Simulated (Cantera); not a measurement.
Feed: 1 mol SiH2Cl2, 0.61 mol C3H8, a varied amount of H2, at 2125 K and 0.0500 bar.

Equilibrium computed with Cantera from the NASA thermochemical tables; the gas is ideal and each condensed phase is pure. Candidate condensed phases: C, C6H6, C7H8, C8H18, Si, SiC; 109 gas species. The tables' values for SiCl are old estimates; treat these amounts as uncertain. Gases not in the tables: Si2H6 and higher silanes. Kinetics and transport are ignored.

log p: log10 of the partial pressure in bar; n: condensed amount in mol.

```
n(H2) (mol)  log p H2  log p HCl  log p H  log p C2H2 (acetylene)  log p Si  log p Cl  n C(graphite)  n SiC(s)
-----------  --------  ---------  -------  ----------------------  --------  --------  -------------  --------
110             -1.32      -3.07    -3.10                   -4.09     -4.83     -4.99          0.501     0.946
150             -1.31      -3.20    -3.10                   -4.09     -4.83     -5.12          0.379     0.932
190             -1.31      -3.30    -3.10                   -4.09     -4.83     -5.22          0.258     0.917
240             -1.31      -3.40    -3.10                   -4.09     -4.83     -5.32          0.107     0.898
300             -1.31      -3.49    -3.10                   -4.12     -4.82     -5.41              0     0.871
380             -1.31      -3.60    -3.10                   -4.20     -4.78     -5.51              0     0.824
490             -1.31      -3.70    -3.10                   -4.28     -4.73     -5.62              0         ?
620             -1.31      -3.81    -3.09                   -4.35     -4.70     -5.73              0         ?
790             -1.31      -3.91    -3.09                   -4.42     -4.67     -5.83              0         ?
1000            -1.31      -4.01    -3.09                   -4.47     -4.64     -5.93              0         ?
1300            -1.31      -4.13    -3.09                   -4.52     -4.61     -6.05              0         ?
1600            -1.31      -4.22    -3.09                   -4.57     -4.62     -6.14              0         ?
```

Task: What belongs in the gaps?

Result: 
- 490, n SiC(s): 0.755
- 620, n SiC(s): 0.667
- 790, n SiC(s): 0.548
- 1000, n SiC(s): 0.394
- 1300, n SiC(s): 0.168
- 1600, n SiC(s): 0
